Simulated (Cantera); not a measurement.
Feed: 1 mol borazine, 0.24 mol N2, 9.5 mol H2, 0.96 mol O2, at 2350 K and 133 Pa.

Cantera equilibrium calculation (NASA polynomials, part measured and part estimated; ideal gas, pure solids and liquids). The feed counts by its element totals alone. The tables' values for BH2 are old estimates; treat these amounts as uncertain. Kinetics and transport are ignored.

```csv
species,before,after
H2,0.538,0.484
H,0.250,0.303
N2,0.0936,0.0894
B,0.0140,0.0239
HBO,0.0164,0.0126
BO,0.0826,0.0824
B2O2,0.000877,0.000548
BN,7.87e-5,0.000119
BH,0.000288,0.000408
BH2,0.00138,0.00144
B2O,0.00255,0.00263
"B(l), mol",0.739,0.526
```
Gas species are given as mole fractions.

What was changed between the two runs?
(A) borazine replaced by B2O3
(B) temperature from 2350 K to 848 K
(C) temperature from 2350 K to 2048 K
(D) temperature from 2350 K to 2400 K

D, temperature from 2350 K to 2400 K
